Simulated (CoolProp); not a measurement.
Carbon dioxide along the isotherm -51.55 °C: Z from the reference equation and from simpler models built on Tc = 31.0 °C, pc = 7.377 MPa, ω = 0.224; each cubic takes its own stable root.

Values from CoolProp's reference Helmholtz-energy equation of state, Span 1996.

```csv
p (MPa),phase,reference,van der Waals,Redlich-Kwong,Soave-Redlich-Kwong,Peng-Robinson
0.233,gas,0.9683,0.9799,0.9734,(withheld),0.9696
0.363,gas,0.9497,0.9684,0.9580,0.9544,0.9519
0.566,gas,0.9190,0.9499,0.9331,0.9271,(withheld)
0.881,liquid,0.01813,0.9196,0.8919,0.01970,0.01739
1.37,liquid,0.02816,0.8681,(withheld),0.03059,0.02700
2.14,liquid,0.04393,0.07140,0.04942,0.04767,0.04209
3.32,liquid,0.06799,0.1098,0.07632,0.07370,0.06510
5.18,liquid,0.1057,0.1693,0.1183,0.1144,0.1011
8.06,liquid,0.1637,0.2593,0.1822,0.1766,0.1563
12.6,liquid,0.2539,0.3971,0.2809,0.2731,0.2420
19.5,liquid,0.3889,0.5996,0.4269,0.4166,(withheld)
```

Question: What belongs in the gaps?

Answer: 
- 0.233, Soave-Redlich-Kwong: 0.9711
- 0.566, Peng-Robinson: 0.9233
- 1.37, Redlich-Kwong: 0.03174
- 19.5, Peng-Robinson: 0.3697

At some of these states van der Waals, Redlich-Kwong gives the other phase, because its saturation line lies elsewhere.
